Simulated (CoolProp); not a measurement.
Ethylene at several states: density (kg/m³) from the reference equation and from simpler models built on Tc = 282.4 K, pc = 5042 kPa, ω = 0.087; each cubic takes its own stable root.

Model: reference Helmholtz-energy equation of state, Smukala 2000, in CoolProp.

```csv
T (K),p (kPa),phase,reference,van der Waals,Redlich-Kwong,Soave-Redlich-Kwong,Peng-Robinson
209.7,2100,liquid,507.8,333.5,479.1,483.1,547.0
245.6,908,gas,13.88,13.56,13.83,13.86,13.98
287.7,204,gas,2.424,2.421,2.424,2.424,2.428
167.7,7050,liquid,576.7,383.4,557.7,558.2,628.8
```
